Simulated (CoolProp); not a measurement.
Ethane along the isobar 2 MPa: density (kg/m³) from the reference equation and from simpler models built on Tc = 305.3 K, pc = 4.872 MPa, ω = 0.099; each cubic takes its own stable root.

Computed with CoolProp (reference Helmholtz-energy equation of state, Bücker 2006).

| T (K) | phase | reference |
|---|---|---|
| 167.3 | liquid | 566.5 |
| 185.9 | liquid | 544.0 |
| 204.5 | liquid | 520.2 |
| 223.2 | liquid | 494.1 |
| 241.8 | liquid | 464.8 |
| 260.5 | liquid | 429.2 |
| 279.1 | gas | 33.29 |
| 297.8 | gas | 29.29 |
| 316.4 | gas | 26.46 |

Task: How far does each simpler model (van der Waals, Redlich-Kwong, Soave-Redlich-Kwong, Peng-Robinson) lie from the reference over these 9 states: mean and median of the absolute difference, and the worst?

Result: 
- van der Waals: mean 30.5 %, median 34.5 %, worst -91.7 % at 260.5 K and 2 MPa
- Redlich-Kwong: mean 4.2 %, median 4.0 %, worst -10.5 % at 260.5 K and 2 MPa
- Soave-Redlich-Kwong: mean 3.5 %, median 3.6 %, worst -8.9 % at 260.5 K and 2 MPa
- Peng-Robinson: mean 5.4 %, median 6.1 %, worst +8.8 % at 185.9 K and 2 MPa

At some of these states van der Waals gives the other phase, because its saturation line lies elsewhere.
